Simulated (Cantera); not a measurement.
A perfectly stirred reactor is fed with H2 : O2 = 0.039 : 1 (molar parts), at 0.00140 bar; it is held at 1150 K, and followed from long to short residence time.

Cantera simulation using GRI-Mech 3.0 (53 species, 325 reactions); the numbers are that mechanism's predictions, not measurements. Radical loss at walls, strong at low pressure, is not modelled. The temperature is held fixed by assumption; the heat of reaction is taken as removed at once.

x: mole fraction; the columns are a selection and need not sum to one.

```json
[
 {"τ (s)": "1.0", "x H2": "0.000621", "x O2": "0.938", "x H2O2": "7.98e-9", "x HO2": "3.41e-7", "x OH": "0.00217"},
 {"τ (s)": "0.48", "x H2": "0.000855", "x O2": "0.936", "x H2O2": "8.52e-9", "x HO2": "3.56e-7", "x OH": "0.00238"},
 {"τ (s)": "0.23", "x H2": "0.00127", "x O2": "0.935", "x H2O2": "[?]", "x HO2": "3.71e-7", "x OH": "0.00262"},
 {"τ (s)": "0.11", "x H2": "0.00204", "x O2": "0.935", "x H2O2": "[?]", "x HO2": "3.87e-7", "x OH": "0.00296"},
 {"τ (s)": "0.055", "x H2": "0.00338", "x O2": "0.936", "x H2O2": "[?]", "x HO2": "4.01e-7", "x OH": "0.00337"},
 {"τ (s)": "0.027", "x H2": "0.00585", "x O2": "0.938", "x H2O2": "[?]", "x HO2": "4.11e-7", "x OH": "0.00383"},
 {"τ (s)": "0.013", "x H2": "0.0103", "x O2": "0.942", "x H2O2": "2.37e-8", "x HO2": "4.06e-7", "x OH": "0.00414"},
 {"τ (s)": "0.0063", "x H2": "0.0178", "x O2": "0.948", "x H2O2": "2.38e-8", "x HO2": "3.77e-7", "x OH": "0.00388"},
 {"τ (s)": "0.0030", "x H2": "0.0296", "x O2": "0.956", "x H2O2": "[?]", "x HO2": "3.00e-7", "x OH": "0.00211"}
]
```

**Question.** Complete the blanks.

**Answer.** 
- 0.23, x H2O2: 9.68e-9
- 0.11, x H2O2: 1.18e-8
- 0.055, x H2O2: 1.50e-8
- 0.027, x H2O2: 1.94e-8
- 0.0030, x H2O2: 1.01e-8
